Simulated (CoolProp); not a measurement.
Vapour pressure (MPa) of R1123: the reference equation beside estimates from Tc = 331.7 K, pc = 4.549 MPa, ω = 0.243. Clausius-Clapeyron is anchored at 265.7 K with a constant enthalpy of vaporisation of 14.76 kJ/mol.

Values from CoolProp's reference Helmholtz-energy equation of state, Akasaka 2020.

```json
[
 {"T (K)": "246.7", "reference": "0.4576", "Lee-Kesler": "0.4595", "Clausius-Clapeyron": "0.5181", "van der Waals": "1.233", "Soave-Redlich-Kwong": "0.4597"},
 {"T (K)": "253", "reference": "0.5721", "Lee-Kesler": "0.5750", "Clausius-Clapeyron": "0.6197", "van der Waals": "1.393", "Soave-Redlich-Kwong": "0.5759"},
 {"T (K)": "259.4", "reference": "0.7091", "Lee-Kesler": "0.7132", "Clausius-Clapeyron": "___", "van der Waals": "1.568", "Soave-Redlich-Kwong": "___"},
 {"T (K)": "265.7", "reference": "0.8666", "Lee-Kesler": "0.8717", "Clausius-Clapeyron": "0.8666", "van der Waals": "1.753", "Soave-Redlich-Kwong": "0.8760"},
 {"T (K)": "272", "reference": "1.049", "Lee-Kesler": "___", "Clausius-Clapeyron": "1.012", "van der Waals": "1.952", "Soave-Redlich-Kwong": "___"},
 {"T (K)": "278.3", "reference": "1.258", "Lee-Kesler": "1.264", "Clausius-Clapeyron": "1.173", "van der Waals": "2.165", "Soave-Redlich-Kwong": "1.276"},
 {"T (K)": "284.6", "reference": "1.497", "Lee-Kesler": "1.503", "Clausius-Clapeyron": "1.351", "van der Waals": "___", "Soave-Redlich-Kwong": "1.519"},
 {"T (K)": "291", "reference": "1.772", "Lee-Kesler": "1.779", "Clausius-Clapeyron": "1.549", "van der Waals": "2.635", "Soave-Redlich-Kwong": "1.800"},
 {"T (K)": "297.3", "reference": "2.078", "Lee-Kesler": "2.085", "Clausius-Clapeyron": "1.763", "van der Waals": "2.890", "Soave-Redlich-Kwong": "2.112"},
 {"T (K)": "303.6", "reference": "2.423", "Lee-Kesler": "2.429", "Clausius-Clapeyron": "1.995", "van der Waals": "3.160", "Soave-Redlich-Kwong": "2.461"},
 {"T (K)": "309.9", "reference": "2.809", "Lee-Kesler": "2.816", "Clausius-Clapeyron": "___", "van der Waals": "3.445", "Soave-Redlich-Kwong": "2.851"}
]
```

Problem. Some entries are withheld; supply them.

Solution. 
- 259.4, Clausius-Clapeyron: 0.7368
- 259.4, Soave-Redlich-Kwong: 0.7154
- 272, Lee-Kesler: 1.055
- 272, Soave-Redlich-Kwong: 1.062
- 284.6, van der Waals: 2.391
- 309.9, Clausius-Clapeyron: 2.247

Absolute difference from the reference over all 11 rows, mean and median: Lee-Kesler 0.4 and 0.4 %, Clausius-Clapeyron 10.1 and 9.8 %, van der Waals 81.4 and 72.1 %, Soave-Redlich-Kwong 1.2 and 1.4 %.
